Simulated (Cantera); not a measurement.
Charge: 1 mol SiH2Cl2, 0.15 mol CH4, 10 mol H2, at 29000 Pa.

Method: chemical equilibrium by Gibbs-energy minimisation in Cantera with the NASA 1993 tables (ideal gas, pure condensed phases). Candidate condensed phases: C, C6H6, C7H8, C8H18, Si, SiC; 109 gas species. Mutual solubility and eutectic melting of coexisting phases are not modelled. Gases not in the tables: Si2H6 and higher silanes. Equilibrium is a limit: real reactors are often held back by kinetics, nucleation or transport.

Task: Which condensed phases are stable at each of these points (T (K)): 1625, 1675, 1725, 1775, 1825, 1875, 1925?

Result: 
```json
[
 {"T (K)": "1625", "condensed phases": "Si(s) + SiC(s)", "Si condensed (%)": "56.9"},
 {"T (K)": "1675", "condensed phases": "Si(s) + SiC(s)", "Si condensed (%)": "56.5"},
 {"T (K)": "1725", "condensed phases": "Si(l) + SiC(s)", "Si condensed (%)": "57.3"},
 {"T (K)": "1775", "condensed phases": "Si(l) + SiC(s)", "Si condensed (%)": "58.5"},
 {"T (K)": "1825", "condensed phases": "Si(l) + SiC(s)", "Si condensed (%)": "59.6"},
 {"T (K)": "1875", "condensed phases": "Si(l) + SiC(s)", "Si condensed (%)": "60.7"},
 {"T (K)": "1925", "condensed phases": "Si(l) + SiC(s)", "Si condensed (%)": "61.7"}
]
```

From 1625 K to 1675 K the condensed part is Si(s) + SiC(s). From 1725 K to 1925 K the condensed part is Si(l) + SiC(s).
